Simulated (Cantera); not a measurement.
An isothermal, constant-pressure homogeneous reactor starts with C2H6 : N2 = 1 : 43 (molar parts), at 1648 K and 0.132 atm. Integrator tolerance rtol = 1e-08.

Detailed kinetics in Cantera: GRI-Mech 3.0 (53 species, 325 reactions). GRI-Mech 3.0 stops at C3 and has no aromatics, soot or wall deposition, so with more carbon than oxygen in the feed, carbon stays in small species such as C2H2 where larger ones or solid carbon would form.

Q: What does this change do: C2H6 1 to 0.79 parts?

A: 
```json
[
 {"quantity": "x(C2H6) at 1.00 s", "before": "1.30e-7 (gas-phase equilibrium 3.26e-11)", "after": "1.00e-7 (gas-phase equilibrium 1.42e-11)"},
 {"quantity": "x(C2H2) at 1.00 s", "before": "0.0211 (gas-phase equilibrium 0.00428)", "after": "0.0169 (gas-phase equilibrium 0.00291)"},
 {"quantity": "x(CH4) at 1.00 s", "before": "0.00122 (gas-phase equilibrium 1.57e-5)", "after": "0.000947 (gas-phase equilibrium 9.26e-6)"},
 {"quantity": "x(CH3) at 1.00 s", "before": "2.76e-5 (gas-phase equilibrium 3.75e-7)", "after": "2.39e-5 (gas-phase equilibrium 2.48e-7)"},
 {"quantity": "x(H2) at 1.00 s", "before": "0.0416 (gas-phase equilibrium 0.0434)", "after": "0.0334 (gas-phase equilibrium 0.0348)"},
 {"quantity": "x(HCN) at 1.00 s", "before": "8.70e-6 (gas-phase equilibrium 0.0349)", "after": "1.05e-5 (gas-phase equilibrium 0.0290)"},
 {"quantity": "x(C2H) at 1.00 s", "before": "1.02e-7 (gas-phase equilibrium 2.18e-8)", "after": "9.15e-8 (gas-phase equilibrium 1.65e-8)"}
]
```

Q: What does this change do: N2 43 to 62 parts?

A: 
```csv
quantity,before,after
x(C2H6) at 1.00 s,1.30e-7 (gas-phase equilibrium 3.26e-11),8.64e-8 (gas-phase equilibrium 8.91e-12)
x(C2H2) at 1.00 s,0.0211 (gas-phase equilibrium 0.00428),0.0150 (gas-phase equilibrium 0.00234)
x(CH4) at 1.00 s,0.00122 (gas-phase equilibrium 1.57e-5),0.000821 (gas-phase equilibrium 6.89e-6)
x(CH3) at 1.00 s,2.76e-5 (gas-phase equilibrium 3.75e-7),2.21e-5 (gas-phase equilibrium 1.96e-7)
x(H2) at 1.00 s,0.0416 (gas-phase equilibrium 0.0434),0.0295 (gas-phase equilibrium 0.0307)
x(HCN) at 1.00 s,8.70e-6 (gas-phase equilibrium 0.0349),1.16e-5 (gas-phase equilibrium 0.0261)
x(C2H) at 1.00 s,1.02e-7 (gas-phase equilibrium 2.18e-8),8.61e-8 (gas-phase equilibrium 1.41e-8)
```
